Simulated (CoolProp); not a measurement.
Values from CoolProp's reference Helmholtz-energy equation of state, de Reuck 1990.

### Question
Give the vapour pressure (bar), liquid density (kg/m³), vapour density (kg/m³), enthalpy of vaporisation (kJ/kg) of saturated fluorine at -163.95, -145.65 °C.

### Answer
| T (°C) | p (bar) | liquid density (kg/m³) | vapour density (kg/m³) | enthalpy of vaporisation (kJ/kg) |
|---|---|---|---|---|
| -163.95 | 8.43 | 1310 | 41.1 | 146 |
| -145.65 | 24.3 | 1120 | 124 | 111 |
